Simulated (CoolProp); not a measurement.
The numbers come from the reference Helmholtz-energy equation of state, Lemmon 2006 in CoolProp. It is a short technical equation, of lower accuracy than the large ones.

Q: For nitrous oxide, give the phase and the Joule-Thomson coefficient (K/MPa), fugacity coefficient at -20.35 °C and 255 bar.

A: 
- -20.35 °C and 255 bar: liquid; Joule-Thomson coefficient -0.163, fugacity coefficient 0.0944
